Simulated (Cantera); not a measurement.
## Tantalum, niobium, vanadium and zirconium in process gases: V + N2O + N2

Charge: 1 mol V, 1.2 mol N2O, 0.88 mol N2, at 0.000825 Torr.

Method: chemical equilibrium by Gibbs-energy minimisation in Cantera with the NASA 1993 tables (ideal gas, pure condensed phases). Candidate condensed phases: V, VN, VO, V2O3, V2O4, V2O5; 13 gas species. Mutual solubility and eutectic melting of coexisting phases are not modelled. VO: taken at fixed stoichiometry. Condensed phases not in the tables: the oxides between V2O3 and V2O5 other than VO2. Rates play no part.

From 902 °C to 1402 °C the condensed part is VO(s) + V2O3(s). At 1502 °C the condensed part is VO(s). From 1602 °C to 1702 °C nothing is condensed.

```csv
T (°C),log p N2,log p VO,log p VO2,log p V,log p O,log p NO,n VO(s),n V2O3(s)
902,-5.96,-15.45,-14.54,<-17,<-17,-17.95,0.600,0.200
1002,-5.96,-13.56,-12.67,-16.05,-17.29,-16.40,0.600,0.200
1102,-5.96,-11.96,-11.09,-14.33,-15.48,-15.07,0.600,0.200
1202,-5.96,-10.59,-9.72,-12.84,-13.91,-13.92,0.600,0.200
1302,-5.96,-9.39,-8.54,-11.56,-12.54,-12.92,0.605,0.195
1402,-5.97,-8.35,-7.50,-10.43,-11.34,-12.05,0.653,0.139
1502,-6.01,-7.43,-7.03,-9.00,-10.71,-11.72,0.716,0
1602,-6.13,-6.67,-6.97,-7.46,-10.46,-11.79,0,0
1702,-6.13,-6.67,-6.97,-7.43,-9.57,-11.13,0,0
```
log p: log10 of the partial pressure in bar; n: condensed amount in mol.
